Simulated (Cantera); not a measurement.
A perfectly stirred reactor is fed with CH₄ : H₂ : CO₂ = 0.014 : 0.68 : 0.013 (molar parts), at 0.132 atm; it is held at 2100 K, and followed from long to short residence time.

Model: GRI-Mech 3.0 (53 species, 325 reactions), integrated in Cantera.

One state of this run: x CH₄ = 0.0173; x H₂ = 0.953; x CO₂ = 0.0121; x C₂H = 5.25e-8; x C₂H₂ = 0.000550; x H₂O = 0.00619; x HO₂ = <1e-12. x: mole fraction; the columns are a selection and need not sum to one.

**Question.** Which value of τ (s) does it belong to?
A) 0.30
B) 0.00058
C) 0.0047
D) 0.15

**Answer.** B, 0.00058
